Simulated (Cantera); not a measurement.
Input: 1 mol Si, 2.3 mol Cl2, 15 mol H2, held at 1423 K and 1 atm.

Cantera equilibrium calculation (NASA polynomials, part measured and part estimated; ideal gas, pure solids and liquids). Candidate condensed phases: Si; 19 gas species. The tables' values for SiCl3 are old estimates; treat these amounts as uncertain. Kinetics and transport are ignored.

Base state: H2 0.840, HCl 0.100, SiCl2 0.0205, SiCl4 0.0173, SiHCl3 0.0113, SiCl3 0.00948, SiH2Cl2 0.00112, SiH3Cl 3.23e-5 (mole fractions); condensed: gas only.

What changes in the equilibrium state with this change: Cl2 from 2.3 to 1.5 mol?


```tsv
species	before	after
H2	0.840	0.885
HCl	0.100	0.0736
SiCl2	0.0205	0.0184
SiCl4	0.0173	0.00800
SiHCl3	0.0113	0.00747
SiCl3	0.00948	0.00611
SiH3Cl	3.23e-5	4.37e-5
SiH2Cl2	0.00112	0.00106
Si(s), mol	0	0.335
```
